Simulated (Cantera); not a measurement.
Input (Python, Cantera) and output of one run.

```python
import numpy as np
import cantera as ct

gas_names = """
    F FO FO2 F2 F2O H HF HNO HNO2 HNO3 HOF HO2 H2 H2F2 H2O H2O2 H3F3 H4F4 H5F5 H6F6 H7F7 N NF NF2 NF3 NH
    NH2 NH3 NH2OH NO NO2 NO3 N2 N2H2 N2H4 N2O O OH O2 O3 Si SiF SiF2 SiF3 SiF4 SiH SiHF3 SiH2 SiH2F2
    SiH3 SiH3F SiH4 SiN SiO SiO2 Si2 Si2N Si3
""".split()
cond_names = """
    H2O(s) H2O(L) Si(cr) Si(L) SiO2(Lqz) SiO2(hqz) SiO2(L) Si2N2O(s) Si3N4(a)
""".split()


def load(file, names, dense=False):
    # The tables refer to 1 bar. Condensed volumes are neglected.
    table = {s.name: s for s in ct.Species.list_from_file(file)}
    out = []
    for n in names:
        d = dict(table[n].input_data)
        d["thermo"] = dict(d["thermo"], **{"reference-pressure": 1e5})
        if dense:
            d["equation-of-state"] = {"model": "constant-volume", "density": "1e6 g/cm^3"}
        out.append(ct.Species.from_dict(d))
    return out


gas = ct.Solution(thermo="ideal-gas", species=load("nasa_gas.yaml", gas_names))
cond = {s.name: ct.Solution(thermo="fixed-stoichiometry", species=[s], name=s.name)
        for s in load("nasa_condensed.yaml", cond_names, dense=True)}
atoms = {
    'SiF4': {'Si': 1, 'F': 4},
    'NO': {'N': 1, 'O': 1},
    'H2': {'H': 2},
}
top_T = {'Si2N2O(s)': 2100, 'Si3N4(a)': 2400}  # K; cautious upper limits of use, not melting points


def equilibrate(T, P, feed):
    n = {}
    for name, mol in feed.items():
        for a, k in atoms[name].items():
            n[a] = n.get(a, 0.0) + k * mol
    gas.TPX = T, P, n
    mass = sum(n.values()) * gas.mean_molecular_weight
    gas.equilibrate("TP")
    valid = [c for c in cond.values() if c.min_temp <= T <= top_T.get(c.name, c.max_temp)]
    mix = ct.Mixture([(gas, mass / gas.mean_molecular_weight)] + [(c, 0.0) for c in valid])
    mix.T, mix.P = T, P
    mix.equilibrate("TP", solver="vcs", rtol=1e-11, max_steps=5000)
    return mix


results = []
feed = {'SiF4': 1, 'NO': 21, 'H2': 28}  # mol
P = 10000  # Pa
for T in [923, 1073, 1223, 1373, 1523, 1673, 1823, 1973]:
    mix = equilibrate(T, P, feed)
    results.append((T, P, feed, dict(zip(mix.species_names, mix.species_moles))))

top = {s: max(r[3][s] / sum(r[3][g] for g in gas_names) for r in results) for s in gas_names}
cols = sorted((s for s in top if top[s] > 1e-06), key=lambda s: -top[s])[:9]
seen = [c for c in cond_names if any(r[3].get(c, 0) > 1e-12 for r in results)]
print("log10 of partial pressures in bar; condensed amounts in mol")
print(f"{'T/K':>10s}" + "".join(f"{s[:9]:>10s}" for s in cols + seen))
for T, P, feed, n in results:
    ng = sum(n[g] for g in gas_names)
    print(f"{T:10.4g}" + "".join(f"{np.log10(max(n[s] / ng * P / 1e5, 1e-99)):10.3f}" for s in cols)
          + "".join(f"{n.get(c, 0):10.4g}" for c in seen))
```

It prints:

```
log10 of partial pressures in bar; condensed amounts in mol
       T/K       H2O        N2        H2        HF         H      SiF4        OH       SiO        NO SiO2(hqz)   SiO2(L)
       923    -1.327    -1.586    -1.762    -2.015   -10.493    -4.274   -12.993   -21.139   -16.008    0.9785         0
      1073    -1.329    -1.586    -1.762    -2.007    -8.735    -5.095   -10.728   -16.770   -13.325    0.9967         0
      1223    -1.329    -1.586    -1.762    -2.006    -7.403    -5.739    -9.015   -13.493   -11.295    0.9993         0
      1373    -1.329    -1.586    -1.762    -2.005    -6.359    -6.247    -7.673   -10.947    -9.704    0.9998         0
      1523    -1.329    -1.586    -1.762    -2.005    -5.517    -6.657    -6.595    -8.915    -8.425    0.9999         0
      1673    -1.329    -1.586    -1.763    -2.005    -4.825    -6.996    -5.709    -7.258    -7.373    0.9999         0
      1823    -1.329    -1.586    -1.763    -2.006    -4.245    -7.298    -4.968    -5.901    -6.493         0    0.9995
      1973    -1.330    -1.587    -1.765    -2.006    -3.752    -7.561    -4.340    -4.764    -5.746         0    0.9929
```

Method: chemical equilibrium by Gibbs-energy minimisation in Cantera with the NASA 1993 tables (ideal gas, pure condensed phases). The tables hold silica as quartz up to 1696 K and as liquid above; real silica turns to tridymite and cristobalite and melts near 1996 K. Gases not in the tables: Si(OH)4.
